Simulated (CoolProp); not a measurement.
R11 at several states: density (kg/m³) from the reference equation and from simpler models built on Tc = 198.0 °C, pc = 4.408 MPa, ω = 0.189; each cubic takes its own stable root.

Computed with CoolProp (reference Helmholtz-energy equation of state, Jacobsen 1992).

| T (°C) | p (MPa) | phase | reference | van der Waals | Redlich-Kwong | Soave-Redlich-Kwong |
|---|---|---|---|---|---|---|
| 64.85 | 5.58 | liquid | 1396 | 906.9 | 1291 | 1322 |
| -73.95 | 0.0172 | liquid | 1694 | 1.438 | 1572 | 1582 |
| -20.25 | 0.507 | liquid | 1580 | 993.3 | 1471 | 1492 |

At some of these states van der Waals gives the other phase, because its saturation line lies elsewhere.
